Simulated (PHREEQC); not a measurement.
## Metal-bearing waste water: an equilibrium model

Make-up at 25 °C: 0.0033 mol MnSO4, 0.00036 mol CuCl2, 0.034 mol HCl and 0.028 mol Na2SO4 per kg of water. Closed to the air; pH follows from the charge balance.

Computed with PHREEQC (ion-association model, phreeqc.dat).

```
Property                       Value
--------------------  --------------
pH                              1.76
ionic strength        0.0989 mol/kgw
specific conductance     13200 µS/cm
density                  1.001 g/cm³
total alkalinity        -34.0 meq/kg
```

```json
[
 {"species": "Na+", "molality": "0.0544", "activity": "0.0427", "log γ": "-0.105"},
 {"species": "Cl-", "molality": "0.0346", "activity": "0.0265", "log γ": "-0.115"},
 {"species": "H+", "molality": "0.0211", "activity": "0.0175", "log γ": "-0.083"},
 {"species": "SO4-2", "molality": "0.0158", "activity": "0.00591", "log γ": "-0.427"},
 {"species": "HSO4-", "molality": "0.0129", "activity": "0.0100", "log γ": "-0.107"},
 {"species": "Mn+2", "molality": "0.00225", "activity": "0.000902", "log γ": "-0.396"},
 {"species": "NaSO4-", "molality": "0.00161", "activity": "0.00127", "log γ": "-0.103"},
 {"species": "MnSO4", "molality": "0.000928", "activity": "0.000949", "log γ": "0.010"},
 {"species": "Cu+2", "molality": "0.000238", "activity": "9.57e-5", "log γ": "-0.396"},
 {"species": "MnCl+", "molality": "0.000124", "activity": "9.76e-5", "log γ": "-0.106"},
 {"species": "CuSO4", "molality": "0.000113", "activity": "0.000116", "log γ": "0.010"}
]
```

No solid was allowed to form.
